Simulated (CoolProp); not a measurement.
Saturation properties of R1234yf (Tc = 367.8 K, pc = 3.384 MPa, ω = 0.276).

The numbers come from the reference Helmholtz-energy equation of state, Lemmon 2022 in CoolProp.

| T (K) | p (MPa) | vapour density (kg/m³) | liquid cp (kJ/(kg K)) |
|---|---|---|---|
| 259 | 0.1898 | 10.82 | 1.258 |
| 263.4 | 0.2238 | 12.66 | 1.270 |
| 267.8 | ___ | 14.74 | 1.283 |
| 272.2 | 0.3058 | 17.09 | 1.297 |
| 276.7 | ___ | 19.79 | 1.311 |
| 281.1 | ___ | 22.75 | 1.326 |
| 285.5 | ___ | ___ | 1.342 |
| 289.9 | 0.5379 | 29.76 | 1.358 |
| 294.4 | 0.6136 | 33.99 | 1.377 |
| 298.8 | 0.6952 | 38.60 | 1.397 |
| 303.2 | 0.7847 | 43.74 | 1.418 |
| 307.7 | 0.8848 | 49.62 | 1.442 |
| 312.1 | ___ | 56.03 | 1.468 |
| 316.5 | 1.108 | 63.21 | 1.498 |

Fill in the missing entries.


- 267.8, p (MPa): 0.2624
- 276.7, p (MPa): 0.3557
- 281.1, p (MPa): 0.4102
- 285.5, p (MPa): 0.4708
- 285.5, vapour density (kg/m³): 26.07
- 312.1, p (MPa): 0.9916

It boils at 243.7 K under 1 atm.
